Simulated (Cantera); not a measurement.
Cantera run:

```python
import numpy as np
import cantera as ct

gas_names = """
    CL CL2 H HCL H2 N NH NH2 NH3 N2 N2H2 N2H4 Si SiCL SiCL2 SiCL3 SiCL4 SiH SiHCL3 SiH2 SiH2CL2 SiH3
    SiH3CL SiH4 SiN Si2 Si2N Si3
""".split()
cond_names = """
    NH4CL(a) NH4CL(b) Si(cr) Si(L) Si3N4(a)
""".split()


# ... load() reads the species with a 1 bar reference pressure and builds the phases ...
atoms = {
    'SiH2Cl2': {'Si': 1, 'H': 2, 'CL': 2},
    'N2': {'N': 2},
}
top_T = {'Si3N4(a)': 2400}  # K; cautious upper limits of use, not melting points


# ... equilibrate(T, P, feed) seeds the gas with the atoms and calls Mixture.equilibrate('TP', solver="vcs", rtol=1e-11, max_steps=5000) ...
results = []
feed = {'SiH2Cl2': 1, 'N2': 18}  # mol
T = 1700  # K
P = 1200  # Pa
mix = equilibrate(T, P, feed)
results.append((T, P, feed, dict(zip(mix.species_names, mix.species_moles))))
x = sorted(zip(gas.X, gas.species_names), reverse=True)
print(f"T = {T:g} K  P = {P:g} Pa  gas = {mix.phase_moles(0):.4g} mol")
print("   x: " + "  ".join(f"{s} {v:.3e}" for v, s in x if v > 0.0001))
print("   condensed (mol): " + ("  ".join(f"{mix.phase(i).name} {mix.phase_moles(i):.4g}"
      for i in range(1, mix.n_phases) if mix.phase_moles(i) > 1e-12) or "none"))
```

Result:

```
T = 1700 K  P = 1200 Pa  gas = 19.77 mol
   x: N2 8.989e-01  H2 3.370e-02  HCL 3.350e-02  SiCL2 3.287e-02  SiCL3 5.289e-04  H 2.469e-04  CL 1.908e-04
   condensed (mol): Si3N4(a) 0.1126
```

These are equilibrium values from Cantera (NASA tables, ideal gas, pure condensed phases), not measurements of a reactor. The tables' values for SiCl3, SiCl are old estimates; treat these amounts as uncertain.
